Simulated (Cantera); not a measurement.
A closed system holds: 1 mol Cr, 6.9 mol N₂, equilibrated at 975 K and 63.0 Pa.

Cantera equilibrium calculation (NASA polynomials, part measured and part estimated; ideal gas, pure solids and liquids). Candidate condensed phases: Cr, CrN, Cr₂N; 4 gas species. The numbers say what is thermodynamically allowed, not how fast it happens.

Base state: N₂ 1.00 (mole fractions); condensed: Cr₂N(s).

### Question
What changes in the equilibrium state with this change: temperature from 975 K to 2498 K?

### Answer
```
species       before    after
------------  ------  -------
N₂              1.00    0.873
Cr             <1e-9    0.127
N              <1e-9  1.07e-5
Cr₂N(s), mol   0.500        0
```
